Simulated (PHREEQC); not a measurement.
PHREEQC input (ion-association model, phreeqc.dat):

```
SOLUTION 0
  temp 15
  units mmol/kgw
  pH 7 charge
  Cl 179.01
  Li 3
  Sr 79
  K 18
SOLUTION 1-40
  temp 15
  units mmol/kgw
  pH 7 charge
  Cl 13.13
  Mn(2) 6.4
  Li 0.32
END
EXCHANGE 1-40
  X 0.12
  -equilibrate 1
END
SELECTED_OUTPUT 1
  -reset false
  -pH true
  -pe true
  -ionic_strength true
  -water true
  -step true
  -totals Cl K Li Mn Sr Mn(2) Mn(3)
  -molalities SrX2 KX MnX2 LiX
  -saturation_indices Pyrochroite Sylvite
PRINT
  -reset false
TRANSPORT
  -cells 40
  -shifts 160
  -lengths 0.005
  -time_step 300
  -dispersivities 0.016
  -boundary_conditions flux flux
  -correct_disp true
  -punch_cells 40
  -punch_frequency 5
END
```

Selected output (columns that matter, 21 of 33 rows; pore volumes added in front):

```
pore volumes	pH	mu	Cl	K	Li	Mn	Sr	m_SrX2	m_KX	m_MnX2	m_LiX	si_Pyrochroite	si_Sylvite
0	5.0491	0.019135	0.01313	0	0.00032	0.0064	0	0	0	0.059891	0.00021834	-7.5279	-1000
0.2625	5.0491	0.019177	0.013159	1.7575e-20	0.00032035	0.0064145	0	0	7.8175e-20	0.059891	0.00021834	-7.5271	-22.61
0.3875	5.0509	0.021251	0.014602	9.0269e-14	0.00033682	0.0071274	3.6642e-26	7.2399e-25	3.814e-13	0.059891	0.00021807	-7.4878	-15.86
0.6375	5.0696	0.056694	0.039802	4.4152e-07	0.00059413	0.019599	4.1887e-11	3.1232e-10	1.146e-06	0.059881	0.0002363	-7.126	-8.8038
0.7625	5.0787	0.088593	0.06327	1.3616e-05	0.00088408	0.031181	1.3673e-07	6.577e-07	2.8386e-05	0.059844	0.00028242	-6.9697	-7.1527
1.0125	5.0895	0.15047	0.11063	0.00048631	0.0016538	0.053946	0.00029461	0.00083736	0.00077932	0.05857	0.00040609	-6.7948	-5.4104
1.2625	5.0948	0.19363	0.14372	0.0028021	0.0023365	0.061669	0.0076181	0.014445	0.0036676	0.043487	0.00046862	-6.7705	-4.5598
1.3875	5.0966	0.20971	0.15445	0.0047489	0.0025699	0.055404	0.018156	0.026844	0.0054888	0.030184	0.00045514	-6.8277	-4.3028
1.6375	5.0993	0.2334	0.16758	0.0088511	0.0028325	0.034405	0.043537	0.043188	0.0083794	0.012417	0.00041089	-7.0488	-3.9961
1.7625	5.1002	0.24111	0.17132	0.010592	0.0028981	0.025414	0.053497	0.046994	0.0094363	0.0080898	0.00039563	-7.1846	-3.9071
2.0125	5.1012	0.25041	0.1756	0.013251	0.0029651	0.013258	0.066428	0.050665	0.011	0.0036465	0.00037717	-7.4722	-3.7969
2.2625	5.1017	0.25477	0.17752	0.014999	0.0029903	0.0067591	0.073003	0.052062	0.012039	0.0017341	0.00036781	-7.7672	-3.7369
2.3875	5.1018	0.25594	0.17803	0.015619	0.0029958	0.0048109	0.074893	0.052398	0.012418	0.0012101	0.00036498	-7.9155	-3.7176
2.6375	5.102	0.25722	0.17859	0.016505	0.0030005	0.0024317	0.077106	0.052735	0.012974	0.00059743	0.00036142	-8.2125	-3.6916
2.7625	5.102	0.25754	0.17874	0.016816	0.0030012	0.0017281	0.077726	0.052811	0.013175	0.00042169	0.00036032	-8.361	-3.6829
3.0125	5.1021	0.25788	0.17889	0.017257	0.0030015	0.00087273	0.07844	0.052875	0.013468	0.00021123	0.00035893	-8.6579	-3.671
3.2625	5.1021	0.258	0.17896	0.017534	0.0030011	0.00044089	0.078767	0.052886	0.013657	0.00010627	0.00035818	-8.9545	-3.6638
3.3875	5.1021	0.25803	0.17898	0.017631	0.0030009	0.00031342	0.078855	0.052884	0.013724	7.5456e-05	0.00035795	-9.1028	-3.6613
3.6375	5.1021	0.25805	0.179	0.017768	0.0030006	0.00015844	0.07895	0.052872	0.013821	3.8089e-05	0.00035765	-9.399	-3.6578
3.7625	5.1021	0.25805	0.179	0.017816	0.0030005	0.00011267	0.078975	0.052866	0.013856	2.7073e-05	0.00035756	-9.5471	-3.6566
4.0125	5.1021	0.25804	0.17901	0.017885	0.0030003	5.6987e-05	0.078999	0.052855	0.013905	1.3686e-05	0.00035744	-9.8431	-3.6549
```

Species that the database lacks are ignored.
